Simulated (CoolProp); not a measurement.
n-hexane along the isobar 292 kPa: Z from the reference equation and from simpler models built on Tc = 507.8 K, pc = 3044 kPa, ω = 0.300; each cubic takes its own stable root.

The numbers come from the reference Helmholtz-energy equation of state, Thol 2019 in CoolProp.

```json
[
 {"T (K)": "392.8", "phase": "gas", "reference": "0.9111"},
 {"T (K)": "412.9", "phase": "gas", "reference": "0.9267"},
 {"T (K)": "433.1", "phase": "gas", "reference": "0.9388"},
 {"T (K)": "453.3", "phase": "gas", "reference": "0.9482"},
 {"T (K)": "473.5", "phase": "gas", "reference": "0.9558"},
 {"T (K)": "493.6", "phase": "gas", "reference": "0.9620"},
 {"T (K)": "513.8", "phase": "gas", "reference": "0.9671"},
 {"T (K)": "534", "phase": "gas", "reference": "0.9713"},
 {"T (K)": "554.1", "phase": "gas", "reference": "0.9749"},
 {"T (K)": "574.3", "phase": "gas", "reference": "0.9780"}
]
```

### Question
How far does each simpler model (Pitzer virial, van der Waals, Redlich-Kwong, Soave-Redlich-Kwong) lie from the reference over these 10 states: mean and median of the absolute difference, and the worst?

### Answer
- Pitzer virial: mean 0.2 %, median 0.1 %, worst +0.7 % at 392.8 K and 292 kPa
- van der Waals: mean 1.2 %, median 0.8 %, worst +3.7 % at 392.8 K and 292 kPa
- Redlich-Kwong: mean 0.5 %, median 0.3 %, worst +1.9 % at 392.8 K and 292 kPa
- Soave-Redlich-Kwong: mean 0.3 %, median 0.1 %, worst +1.1 % at 392.8 K and 292 kPa
